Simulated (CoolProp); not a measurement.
Computed with CoolProp (reference Helmholtz-energy equation of state, Thol 2014).

Question: For diethyl ether, give the phase and the Z, cp (kJ/(kg K)), expansivity (1/kK) at 96.95 °C and 687 kPa; 200.75 °C and 687 kPa.

Answer: 
- 96.95 °C and 687 kPa: liquid; Z 0.0269, cp 2.65, expansivity 2.52
- 200.75 °C and 687 kPa: gas; Z 0.937, cp 2.24, expansivity 2.65
